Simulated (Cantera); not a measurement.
**Thermodynamics of iron carbonyl, mercury and lead vapours, feed Pb + N2**

Input: 1 mol Pb, 1.4 mol N2, held at 1425 K.

Equilibrium computed with Cantera from the NASA thermochemical tables; the gas is ideal and each condensed phase is pure. Candidate condensed phases: Pb; 4 gas species. The numbers say what is thermodynamically allowed, not how fast it happens.

```csv
P (Pa),x N2,x Pb,x Pb2,n Pb(l)
10,0.583,0.417,3.84e-7,0
68,0.583,0.417,2.61e-6,0
460,0.583,0.417,1.77e-5,0
3200,0.642,0.358,9.06e-5,0.219
22000,0.948,0.0520,1.32e-5,0.923
150000,0.992,0.00763,1.93e-6,0.989
1000000,0.999,0.00114,2.90e-7,0.998
```
x: gas mole fraction; n: condensed amount in mol.

From 10.0 Pa to 4.60 mbar nothing is condensed. From 32.0 mbar to 10.0 bar the condensed part is Pb(l). The main Pb-bearing gas is Pb throughout.
